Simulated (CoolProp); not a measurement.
Vapour-liquid equilibrium of propane (1) + R245fa (2) at 292.7 K; x and y are mole fractions of (1).

The numbers come from the multi-fluid Helmholtz-energy mixture model, Lemmon 2009 and Akasaka 2015; pair parameters Bell 2016 in CoolProp.

**Question.** Give the bubble pressure and the first vapour's composition at x = 0.05, 0.275, 0.5. Is there an azeotrope?

**Answer.** x = 0.05: 0.2588 MPa, y = 0.535; x = 0.275: 0.6015 MPa, y = 0.813; x = 0.5: 0.6987 MPa, y = 0.851. No azeotrope shows between x = 0.05 and 0.95.

Pair parameters are fitted to limited data, so mixtures are less certain than the pure fluids. With so large a gap from Raoult's law the liquid may split in two, which this calculation doesn't test in full.
